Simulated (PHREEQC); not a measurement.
Solution (20 °C): 0.00028 mol/kgw PbCl2, 0.0052 mol/kgw KBr and 0.0009 mol/kgw Cu(NO3)2. Closed to the air; pH follows from the charge balance.

All values are PHREEQC results (ion-association model, wateq4f.dat), not measurements.

Precipitation was switched off in this run.

Task: Predict the pH.

Result: pH 5.34.

Task: In which forms is Pb present?

Result: Pb+2 82 %, PbBr+ 16 %, PbNO3+ 1.5 %, PbCl+ 1.1 % of the Pb.
